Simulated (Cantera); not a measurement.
Input: 1 mol trisilylamine, 22 mol N₂, equilibrated at 0.00140 bar.

Equilibrium computed with Cantera from the NASA thermochemical tables; the gas is ideal and each condensed phase is pure. Candidate condensed phases: Si, Si₃N₄; 18 gas species. The feed counts by its element totals alone. The tables' values for SiN are old estimates; treat these amounts as uncertain. Equilibrium is a limit: real reactors are often held back by kinetics, nucleation or transport. All values below are at 1850 K.

Base state: N₂ 0.827, H₂ 0.162, H 0.00580, Si 0.00461, Si₂N 9.16e-5, SiH 6.89e-5, SiN 6.01e-5, Si₂ 3.22e-5 (mole fractions); condensed: Si(l).

What changes in the equilibrium state with this change: pressure from 0.00140 bar to 0.000560 bar?


```json
[
 {"species": "N₂", "before": "0.827", "after": "0.820"},
 {"species": "H₂", "before": "0.162", "after": "0.159"},
 {"species": "Si", "before": "0.00461", "after": "0.0115"},
 {"species": "H", "before": "0.00580", "after": "0.00909"},
 {"species": "Si₃", "before": "7.46e-6", "after": "1.87e-5"},
 {"species": "Si₂", "before": "3.22e-5", "after": "8.06e-5"},
 {"species": "SiN", "before": "6.01e-5", "after": "9.46e-5"},
 {"species": "Si₂N", "before": "9.16e-5", "after": "0.000144"},
 {"species": "SiH", "before": "6.89e-5", "after": "0.000108"},
 {"species": "Si(l), mol", "before": "2.86", "after": "2.66"}
]
```
